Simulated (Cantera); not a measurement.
Cantera run, input and output.

```python
import numpy as np
import cantera as ct

gas = ct.Solution("h2o2.yaml")
gas.TPX = 673, 101325, {'H2': 1, 'O2': 1, 'N2': 3.76}
flame = ct.FreeFlame(gas, width=0.04)
flame.set_refine_criteria(ratio=3, slope=0.08, curve=0.16)
flame.transport_model = "mixture-averaged"
flame.solve(loglevel=0, auto=True)
flame.transport_model = "multicomponent"
flame.soret_enabled = True
flame.solve(loglevel=0, refine_grid=True)
z, T = flame.grid, flame.T
thick = (T[-1] - T[0]) / np.gradient(T, z).max()
show = ['H2', 'O2', 'H2O', 'HO2', 'H', 'OH']
print(f"laminar burning velocity  {flame.velocity[0] * 100:.3f} cm/s")
print(f"burnt temperature         {T[-1]:.1f} K")
print(f"thermal thickness         {thick * 1e3:.4f} mm")
print(f"grid points               {len(z)}")
z0 = z[flame.heat_release_rate.argmax()]
print(f"{'z/mm':>9s}{'T/K':>9s}{'u/(m/s)':>9s}" + "".join(f"{s:>11s}" for s in show))
rows = []
for k in (-3, -2, -1.5, -1, -0.5, -0.25, 0, 0.25, 0.5, 1, 2, 4, 8):
    zz = z0 + k * thick
    rows.append([k * thick, np.interp(zz, z, T), np.interp(zz, z, flame.velocity),
                 *(np.interp(zz, z, flame.X[gas.species_index(s)]) for s in show)])
    print(f"{rows[-1][0] * 1e3:9.3f}{rows[-1][1]:9.1f}{rows[-1][2]:9.3f}" + "".join(f"{x:11.3e}" for x in rows[-1][3:]))
```

Output:

```
laminar burning velocity  425.572 cm/s
burnt temperature         1943.7 K
thermal thickness         0.4339 mm
grid points               117
     z/mm      T/K  u/(m/s)         H2         O2        H2O        HO2          H         OH
   -1.302    673.0    4.256  1.736e-01  1.736e-01  4.333e-10  1.286e-10  3.078e-14  2.393e-15
   -0.868    673.0    4.255  1.735e-01  1.736e-01  1.865e-08  7.250e-09  8.432e-12  4.357e-13
   -0.651    673.0    4.254  1.733e-01  1.737e-01  2.349e-07  1.156e-07  9.967e-10  2.478e-11
   -0.434    673.4    4.248  1.714e-01  1.741e-01  1.602e-05  9.088e-06  4.616e-07  1.911e-08
   -0.217    717.4    4.434  1.507e-01  1.763e-01  3.849e-03  2.501e-04  2.801e-04  1.156e-04
   -0.108    910.5    5.500  1.148e-01  1.696e-01  2.763e-02  1.755e-04  3.297e-03  7.256e-04
    0.000   1217.6    7.235  5.948e-02  1.403e-01  8.692e-02  1.036e-04  1.199e-02  3.138e-03
    0.108   1449.7    8.569  2.208e-02  1.093e-01  1.385e-01  6.587e-05  1.552e-02  6.925e-03
    0.217   1577.9    9.295  1.128e-02  9.832e-02  1.573e-01  4.855e-05  1.275e-02  8.827e-03
    0.434   1707.4   10.000  7.094e-03  9.447e-02  1.680e-01  3.332e-05  7.389e-03  9.662e-03
    0.868   1812.4   10.553  4.372e-03  9.377e-02  1.758e-01  2.027e-05  3.165e-03  8.852e-03
    1.736   1882.1   10.911  2.135e-03  9.410e-02  1.815e-01  1.035e-05  9.910e-04  6.802e-03
    3.471   1919.6   11.101  8.336e-04  9.475e-02  1.850e-01  4.625e-06  2.316e-04  4.484e-03
```

Detailed kinetics in Cantera: the H2/O2 subset of GRI-Mech 3.0, which has no nitrogen chemistry. Burning velocities carry a grid error of a few per cent, more on coarse grids. Lean hydrogen flames are cellular in practice and burn faster than this planar one.
